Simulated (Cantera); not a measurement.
Charge: 1 mol SiCl₄, 0.53 mol HCl, 1.4 mol H₂, at 1425 K and 11.0 bar.

Method: chemical equilibrium by Gibbs-energy minimisation in Cantera with the NASA 1993 tables (ideal gas, pure condensed phases). Candidate condensed phases: Si; 19 gas species. The tables' values for SiCl₃ are old estimates; treat these amounts as uncertain. Equilibrium is a limit: real reactors are often held back by kinetics, nucleation or transport.

Base state: H₂ 0.423, SiCl₄ 0.281, HCl 0.239, SiHCl₃ 0.0389, SiCl₃ 0.0141, SiCl₂ 0.00279, SiH₂Cl₂ 0.000820 (mole fractions); condensed: gas only.

Question: What changes in the equilibrium state with this change: temperature from 1425 K to 823 K?

Answer: 
| species | before | after |
|---|---|---|
| H₂ | 0.423 | 0.477 |
| SiCl₄ | 0.281 | 0.340 |
| HCl | 0.239 | 0.182 |
| SiCl₃ | 0.0141 | 5.11e-7 |
| SiHCl₃ | 0.0389 | 0.00108 |
| SiCl₂ | 0.00279 | <1e-9 |
| SiH₂Cl₂ | 0.000820 | 2.86e-7 |
